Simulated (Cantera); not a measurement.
**NO annealing gas**

An isothermal, constant-pressure homogeneous reactor starts with 77.5 % NO, 22.5 % N2, at 1750 K and 1.00 bar.

Detailed kinetics in Cantera: GRI-Mech 3.0 (53 species, 325 reactions).

```csv
t (s),x NO,x NO2,x O,x N2,x N2O,x O2
4.00e-5,0.775,2.66e-6,8.70e-7,0.225,3.48e-6,8.83e-9
8.72e-5,0.775,6.79e-6,9.61e-7,0.225,7.53e-6,2.77e-8
0.000190,0.775,1.60e-5,1.13e-6,0.225,1.61e-5,9.55e-8
0.000414,0.775,3.68e-5,1.51e-6,0.225,3.38e-5,4.14e-7
0.000902,0.775,8.42e-5,2.35e-6,0.225,6.77e-5,2.39e-6
0.00197,0.775,0.000185,4.00e-6,0.225,0.000124,1.71e-5
0.00428,0.774,0.000330,6.20e-6,0.225,0.000192,0.000116
0.00934,0.773,0.000410,7.40e-6,0.225,0.000235,0.000503
0.0203,0.771,0.000439,7.88e-6,0.226,0.000242,0.00146
0.0443,0.767,0.000483,8.62e-6,0.229,0.000239,0.00356
0.0966,0.758,0.000564,1.00e-5,0.233,0.000233,0.00807
0.211,0.739,0.000696,1.24e-5,0.243,0.000220,0.0176
0.459,0.700,0.000878,1.63e-5,0.262,0.000196,0.0371
1.00,0.626,0.00106,2.17e-5,0.299,0.000156,0.0737
```
x: mole fraction; the columns are a selection and need not sum to one.

Equilibrium at this temperature and pressure: NO 0.00418, NO2 1.58e-5, O 4.67e-5, N2 0.610, N2O 2.13e-7, O2 0.385 (gas phase only).
